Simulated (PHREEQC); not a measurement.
Solution (20 °C): 26 mmol/kgw CdCl2, 0.16 mmol/kgw CuCl2, 150 mmol/kgw H2SO4 and 3 mmol/kgw NaCl. Closed to the air; pH follows from the charge balance.

The numbers come from PHREEQC with the ion-association model, phreeqc.dat.

```json
{
 "pH": "0.84",
 "ionic_strength": "0.249 mol/kgw",
 "activity_of_water": "0.993",
 "density": "1.012 g/cm³",
 "total_alkalinity": "-300 meq/kg"
}
```

| species | molality | activity | log γ |
|---|---|---|---|
| H+ | 0.183 | 0.144 | -0.102 |
| HSO4- | 0.117 | 0.0867 | -0.131 |
| Cl- | 0.0433 | 0.0304 | -0.154 |
| SO4-2 | 0.0253 | 0.00687 | -0.566 |
| CdCl+ | 0.0102 | 0.00754 | -0.131 |
| Cd+2 | 0.00880 | 0.00264 | -0.522 |
| CdSO4 | 0.00479 | 0.00508 | 0.025 |
| Na+ | 0.00290 | 0.00215 | -0.131 |
| Cd(SO4)2-2 | 0.00131 | 0.000395 | -0.522 |

Precipitation was switched off in this run.
